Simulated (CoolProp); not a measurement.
Ethanol along the isobar 5.83 MPa: fugacity coefficient from the reference equation and from simpler models built on Tc = 241.6 °C, pc = 6.268 MPa, ω = 0.644; each cubic takes its own stable root.

Values from CoolProp's reference Helmholtz-energy equation of state, Schroeder 2014.

| T (°C) | phase | reference |
|---|---|---|
| -57.55 | liquid | 1.678e-6 |
| -19.95 | liquid | 6.950e-5 |
| 17.65 | liquid | 0.001001 |
| 55.15 | liquid | 0.007190 |
| 92.75 | liquid | 0.03206 |
| 130.25 | liquid | 0.1001 |
| 167.85 | liquid | 0.2393 |
| 205.35 | liquid | 0.4617 |
| 242.95 | gas | 0.7200 |

Task: How far does each simpler model (van der Waals, Soave-Redlich-Kwong) lie from the reference over these 9 states: mean and median of the absolute difference, and the worst?

Result: 
- van der Waals: mean 79429.3 %, median 641.7 %, worst +655442.3 % at -57.55 °C and 5.83 MPa
- Soave-Redlich-Kwong: mean 11.4 %, median 4.4 %, worst -51.3 % at -57.55 °C and 5.83 MPa
